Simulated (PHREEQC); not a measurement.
A column of 0.1 m (40 cells, dispersivity 0.005 m, 720 s a shift, diffusion coefficient 3e-10 m²/s) holds 0.18 eq of the database's cation exchanger X per kg of pore water, first in equilibrium with 0.023 mol LiCl, 0.00082 mol MnCl2 and 1e-05 mol HCl per kg of water. It is flushed with 0.0012 mol/kgw KBr, 0.02 mol/kgw MgSO4, 0.031 mol/kgw LiCl and 1e-05 mol/kgw HCl, at 25 °C. Values are for the last cell. No CO2 enters from the air. Nothing may precipitate in this run.

The series has 33 steps of pore volumes, from 0 to 8.012.

Model: ion-association model, phreeqc.dat, run in PHREEQC.

### Question
After how many pore volumes does S at the outlet first reach half of its feed value?

### Answer
By 1.0 pore volumes.

### Question
After how many pore volumes does Mg at the outlet first reach half of its feed value?

### Answer
By 4.8 pore volumes.

### Question
After how many pore volumes does Br at the outlet first reach half of its feed value?

### Answer
By 1.0 pore volumes.
